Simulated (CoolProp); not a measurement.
Vapour-liquid equilibrium of cyclohexane (1) + o-xylene (2) at 155.05 °C; x and y are mole fractions of (1).

The numbers come from the multi-fluid Helmholtz-energy mixture model, Zhou 2014 and Zhou 2012; pair parameters Bell 2016 in CoolProp.

```json
[
 {"x": "0.05", "bubble pressure (MPa)": "0.1645", "y at the bubble point": "0.219", "dew pressure at overall composition x (MPa)": "0.1394", "liquid density (mol/L)": "7.169"},
 {"x": "0.15", "bubble pressure (MPa)": "0.2237", "y at the bubble point": "0.472", "dew pressure at overall composition x (MPa)": "0.1533", "liquid density (mol/L)": "7.208"},
 {"x": "0.25", "bubble pressure (MPa)": "0.2784", "y at the bubble point": "0.614", "dew pressure at overall composition x (MPa)": "0.1700", "liquid density (mol/L)": "7.246"},
 {"x": "0.35", "bubble pressure (MPa)": "0.3289", "y at the bubble point": "0.706", "dew pressure at overall composition x (MPa)": "0.1908", "liquid density (mol/L)": "7.284"},
 {"x": "0.45", "bubble pressure (MPa)": "0.3759", "y at the bubble point": "0.773", "dew pressure at overall composition x (MPa)": "0.2170", "liquid density (mol/L)": "7.323"},
 {"x": "0.55", "bubble pressure (MPa)": "0.4201", "y at the bubble point": "0.825", "dew pressure at overall composition x (MPa)": "0.2510", "liquid density (mol/L)": "7.363"},
 {"x": "0.65", "bubble pressure (MPa)": "0.4625", "y at the bubble point": "0.869", "dew pressure at overall composition x (MPa)": "0.2965", "liquid density (mol/L)": "7.404"},
 {"x": "0.75", "bubble pressure (MPa)": "0.5042", "y at the bubble point": "0.908", "dew pressure at overall composition x (MPa)": "0.3587", "liquid density (mol/L)": "7.449"},
 {"x": "0.85", "bubble pressure (MPa)": "0.5460", "y at the bubble point": "0.945", "dew pressure at overall composition x (MPa)": "0.4439", "liquid density (mol/L)": "7.496"},
 {"x": "0.95", "bubble pressure (MPa)": "0.5889", "y at the bubble point": "0.981", "dew pressure at overall composition x (MPa)": "0.5522", "liquid density (mol/L)": "7.549"}
]
```

No azeotrope shows between x = 0.05 and 0.95.

The pair parameters rest on a limited set of measurements; away from them the model extrapolates.
